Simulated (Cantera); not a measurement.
Premixed flame

A freely propagating, adiabatic, planar premixed flame of 45.3 % H2, 13.3 % O2, 41.3 % N2, equivalence ratio 1.7, unburnt at 300 K and 750 Torr; mixture-averaged transport, grid criteria slope 0.08 and curve 0.16, no radiation.

Cantera simulation using the H2/O2 subset of GRI-Mech 3.0, which has no nitrogen chemistry; the numbers are that mechanism's predictions, not measurements. Burning velocities carry a grid error of a few per cent, more on coarse grids.

```tsv
z (mm)	T (K)	u (m/s)	x H2	x O2	x H	x OH	x H2O	x H2O2
-0.945	300	3.70	0.453	0.133	<1e-8	<1e-8	<1e-8	<1e-8
-0.630	300	3.70	0.453	0.133	<1e-8	<1e-8	<1e-8	<1e-8
-0.472	300	3.70	0.453	0.133	<1e-8	<1e-8	<1e-8	<1e-8
-0.315	300	3.70	0.453	0.133	<1e-8	<1e-8	6.16e-8	<1e-8
-0.157	314	3.86	0.450	0.134	8.12e-7	7.28e-6	0.000147	4.87e-6
-0.0787	601	7.13	0.416	0.130	0.00366	0.00130	0.0184	0.000135
0	1070	12.3	0.330	0.102	0.0326	0.00171	0.0889	1.82e-5
0.0787	1402	15.9	0.231	0.0457	0.0707	0.00446	0.195	2.24e-6
0.157	1570	17.7	0.183	0.0138	0.0860	0.00604	0.256	1.32e-6
0.315	1715	19.2	0.173	0.00261	0.0807	0.00708	0.279	7.59e-7
0.630	1848	20.5	0.180	0.00144	0.0648	0.00747	0.284	4.19e-7
1.26	1979	21.8	0.189	0.000883	0.0481	0.00705	0.289	2.14e-7
2.52	2092	22.8	0.197	0.000470	0.0336	0.00590	0.295	1.10e-7
```
x: mole fraction of selected species; z is measured from the peak of heat release.

```yaml
laminar_burning_velocity: 370 cm/s
thermal_thickness: 0.315 mm
peak x(H): 0.0868
peak x(OH): 0.00747
peak x(H2O2): 0.000136
grid_points: 123
```
